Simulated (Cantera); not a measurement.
What does this Cantera script print?

```python
import numpy as np
import cantera as ct

gas = ct.Solution("gri30.yaml")
gas.TPX = 2125, 6800, {'NO': 1, 'N2': 0.65}
reactor = ct.IdealGasConstPressureReactor(gas, energy="off", clone=False)
net = ct.ReactorNet([reactor])
net.rtol, net.atol = 1e-08, 1e-18
show = ['NO', 'N2O', 'NO2', 'N2', 'O2', 'O']
times = np.geomspace(0.0003, 5, 11)

steps = ct.SolutionArray(gas, extra=["t"])
rows = []
print(f"{'t/s':>10s}{'T/K':>9s}{'P/Pa':>11s}" + "".join(f"{s:>11s}" for s in show))
for t in times:
    while net.time < t:
        t_next = net.step()
        steps.append(gas.state, t=t_next)
    rows.append([np.interp(t, steps.t, y) for y in (steps.T, steps.P, *steps(*show).X.T)])
    print(f"{t:10.3e}{rows[-1][0]:9.1f}{rows[-1][1]:11.4g}" + "".join(f"{x:11.3e}" for x in rows[-1][2:]))
rate = np.gradient(steps.T, steps.t)
print("integrator steps:", len(steps.t))
if steps.T.max() > steps.T[0] + 200:
    print(f"time of steepest temperature rise: {steps.t[rate.argmax()]:.4e} s")
gas.TPX = 2125, 6800, {'NO': 1, 'N2': 0.65}
gas.equilibrate("TP")
print(f"equilibrium (TP): T = {gas.T:.1f} K  " + "  ".join(f"{s} {gas[s].X[0]:.3e}" for s in show))
```

Result:

```
       t/s      T/K       P/Pa         NO        N2O        NO2         N2         O2          O
 3.000e-04   2125.0       6800  6.060e-01  1.937e-05  4.774e-07  3.939e-01  3.472e-07  2.105e-05
 7.931e-04   2125.0       6800  6.059e-01  4.686e-05  2.468e-06  3.939e-01  2.564e-06  5.856e-05
 2.096e-03   2125.0       6800  6.057e-01  9.884e-05  9.799e-06  3.940e-01  2.088e-05  1.718e-04
 5.542e-03   2125.0       6800  6.049e-01  1.525e-04  2.697e-05  3.942e-01  1.863e-04  4.723e-04
 1.465e-02   2125.0       6800  6.023e-01  1.555e-04  4.256e-05  3.954e-01  1.264e-03  8.178e-04
 3.873e-02   2125.0       6800  5.947e-01  1.468e-04  5.049e-05  3.992e-01  4.992e-03  9.453e-04
 1.024e-01   2125.0       6800  5.732e-01  1.311e-04  6.500e-05  4.098e-01  1.556e-02  1.151e-03
 2.707e-01   2125.0       6800  5.119e-01  9.655e-05  8.932e-05  4.404e-01  4.595e-02  1.590e-03
 7.155e-01   2125.0       6800  3.526e-01  4.044e-05  9.958e-05  5.198e-01  1.251e-01  2.360e-03
 1.891e+00   2125.0       6800  1.167e-01  4.037e-06  4.614e-05  6.375e-01  2.426e-01  3.163e-03
 5.000e+00   2125.0       6800  2.142e-02  2.479e-07  9.285e-06  6.851e-01  2.901e-01  3.433e-03
integrator steps: 845
equilibrium (TP): T = 2125.0 K  NO 1.178e-02  N2O 1.604e-07  NO2 5.149e-06  N2 6.899e-01  O2 2.949e-01  O 3.459e-03
```

Computed with Cantera and GRI-Mech 3.0 (53 species, 325 reactions).
